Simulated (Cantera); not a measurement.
An isothermal, constant-pressure homogeneous reactor starts with NO : N₂ = 1 : 1.6 (molar parts), at 1973 K and 0.300 bar. Integrator tolerance rtol = 1e-08.

Computed with Cantera and GRI-Mech 3.0 (53 species, 325 reactions).

Problem. What does this change do: pressure from 0.300 bar to 0.0100 bar?

Solution. 
```json
[
 {"quantity": "x(NO) at 2.00 s", "before": "0.198 (gas-phase equilibrium 0.00683)", "after": "0.368 (gas-phase equilibrium 0.00680)"},
 {"quantity": "x(N₂O) at 2.00 s", "before": "1.60e-5 (gas-phase equilibrium 2.13e-7)", "after": "4.54e-5 (gas-phase equilibrium 3.87e-8)"},
 {"quantity": "x(NO₂) at 2.00 s", "before": "0.000131 (gas-phase equilibrium 6.39e-6)", "after": "1.29e-5 (gas-phase equilibrium 1.16e-6)"},
 {"quantity": "x(O) at 2.00 s", "before": "0.000311 (gas-phase equilibrium 0.000433)", "after": "0.000760 (gas-phase equilibrium 0.00236)"},
 {"quantity": "x(O₂) at 2.00 s", "before": "0.0929 (gas-phase equilibrium 0.189)", "after": "0.00802 (gas-phase equilibrium 0.187)"},
 {"quantity": "x(N₂) at 2.00 s", "before": "0.708 (gas-phase equilibrium 0.804)", "after": "0.624 (gas-phase equilibrium 0.803)"}
]
```
Radical loss at walls, strong at low pressure, is not modelled.
